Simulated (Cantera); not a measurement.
**Premixed flame**

A freely propagating, adiabatic, planar premixed flame of CO : H₂ : CH₄ : O₂ : N₂ = 1 : 0.42 : 1.3 : 2.36 : 8.89 (molar parts), equivalence ratio 1.4, unburnt at 575 K and 10.0 bar; mixture-averaged transport, grid criteria slope 0.08 and curve 0.16, no radiation.

Computed with Cantera and GRI-Mech 3.0 (53 species, 325 reactions). Burning velocities carry a grid error of a few per cent, more on coarse grids.

| z (mm) | T (K) | u (m/s) | x CO | x H₂ | x CH₄ | x C₂H₄ | x CH₃ | x CH₂ |
|---|---|---|---|---|---|---|---|---|
| -0.234 | 576 | 0.429 | 0.0715 | 0.0307 | 0.0929 | 1.77e-7 | <1e-8 | <1e-8 |
| -0.156 | 585 | 0.436 | 0.0715 | 0.0316 | 0.0923 | 2.11e-6 | <1e-8 | <1e-8 |
| -0.117 | 611 | 0.456 | 0.0716 | 0.0326 | 0.0908 | 1.10e-5 | 5.28e-8 | <1e-8 |
| -0.0782 | 738 | 0.553 | 0.0731 | 0.0344 | 0.0835 | 8.70e-5 | 1.41e-6 | <1e-8 |
| -0.0391 | 1219 | 0.923 | 0.0821 | 0.0371 | 0.0555 | 0.000611 | 0.000172 | 2.31e-8 |
| -0.0195 | 1625 | 1.24 | 0.0921 | 0.0386 | 0.0304 | 0.00111 | 0.00106 | 1.74e-6 |
| 0 | 1991 | 1.52 | 0.101 | 0.0392 | 0.00891 | 0.000635 | 0.00186 | 2.73e-5 |
| 0.0195 | 2165 | 1.65 | 0.100 | 0.0388 | 0.00155 | 6.59e-5 | 0.000751 | 3.03e-5 |
| 0.0391 | 2219 | 1.69 | 0.0964 | 0.0392 | 0.000295 | 3.69e-6 | 0.000182 | 9.58e-6 |
| 0.0782 | 2247 | 1.70 | 0.0928 | 0.0405 | 2.43e-5 | 4.47e-8 | 1.46e-5 | 7.57e-7 |
| 0.156 | 2262 | 1.71 | 0.0918 | 0.0411 | 1.53e-6 | <1e-8 | 7.21e-7 | 2.97e-8 |
| 0.313 | 2271 | 1.72 | 0.0919 | 0.0413 | 1.21e-7 | <1e-8 | 3.99e-8 | <1e-8 |
| 0.625 | 2274 | 1.72 | 0.0920 | 0.0414 | <1e-8 | <1e-8 | <1e-8 | <1e-8 |
x: mole fraction of selected species; z is measured from the peak of heat release.

- laminar burning velocity: 42.7 cm/s
- thermal thickness: 0.0782 mm
- peak x(C₂H₄): 0.00114
- peak x(CH₃): 0.00191
- peak x(CH₂): 3.75e-5
- grid points: 132
